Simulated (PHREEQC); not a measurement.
PHREEQC input (Pitzer model, pitzer.dat):

```
SOLUTION 1
  temp 25
  units mol/kgw
  pH 7 charge
  Cl 0.68
  Li 0.24
  K 0.44
  S(6) 0.0034
  Mg 0.0034
END
USE solution 1
INCREMENTAL_REACTIONS false
REACTION 1
  H2O -1
  0 9.886 18.011 24.689 30.178 34.689 38.397 41.444
  43.949 46.007 47.699 moles
EQUILIBRIUM_PHASES 1
  Arcanite 0 0
  Bischofite 0 0
  Brucite 0 0
  Carnallite 0 0
  Epsomite 0 0
  Hexahydrite 0 0
  Kainite 0 0
  Kieserite 0 0
  Leonite 0 0
  Misenite 0 0
  Schoenite 0 0
  Sylvite 0 0
  MgCl2_4H2O 0 0
SELECTED_OUTPUT 1
  -reset false
  -pH true
  -pe true
  -ionic_strength true
  -water true
  -activities H2O
  -totals Cl K Li Mg S
  -molalities H+ Li+ K+ Mg+2 Cl- SO4-2 OH- HSO4- MgOH+
  -equilibrium_phases Arcanite Bischofite Brucite Carnallite Epsomite Hexahydrite Kainite Kieserite Leonite Misenite
    Schoenite Sylvite MgCl2_4H2O
PRINT
  -reset false
END
```

Selected output (columns that matter, 9 of 11 rows; water left (kg) added in front):

```
water left (kg)	pH	mu	Cl	K	Li	Mg	S	m_H+	m_Li+	m_K+	m_Mg+2	m_Cl-	la_H2O	Sylvite
1	6.925	0.6936	0.68	0.44	0.24	0.0034	0.0034	1.4426e-07	0.24	0.44	0.0034	0.68	-0.0099023	0
0.821894	6.9107	0.84391	0.82736	0.53535	0.29201	0.0041368	0.0041368	1.4424e-07	0.29201	0.53535	0.0041368	0.82736	-0.012119	0
0.675514	6.8933	1.0268	1.0066	0.65136	0.35529	0.0050332	0.0050332	1.4357e-07	0.35529	0.65136	0.0050332	1.0066	-0.014867	0
0.456313	6.8458	1.52	1.4902	0.96425	0.52595	0.007451	0.007451	1.399e-07	0.52595	0.96425	0.007451	1.4902	-0.022587	0
0.375043	6.8131	1.8494	1.8131	1.1732	0.63993	0.0090656	0.0090656	1.3679e-07	0.63993	1.1732	0.0090656	1.8131	-0.028016	0
0.30824	6.7716	2.2502	2.2061	1.4275	0.77861	0.01103	0.01103	1.329e-07	0.77861	1.4275	0.01103	2.2061	-0.034943	0
0.208215	6.6465	3.3312	3.2659	2.1132	1.1527	0.016329	0.016329	1.2455e-07	1.1527	2.1132	0.016329	3.2659	-0.055518	0
0.171138	6.5493	4.0529	3.9734	2.571	1.4024	0.019867	0.019867	1.2207e-07	1.4024	2.571	0.019867	3.9734	-0.070901	0
0.140655	6.4174	4.9138	4.8171	3.1108	1.7063	0.024173	0.024173	1.2282e-07	1.7063	3.1108	0.024173	4.8171	-0.091126	0.0024565
```
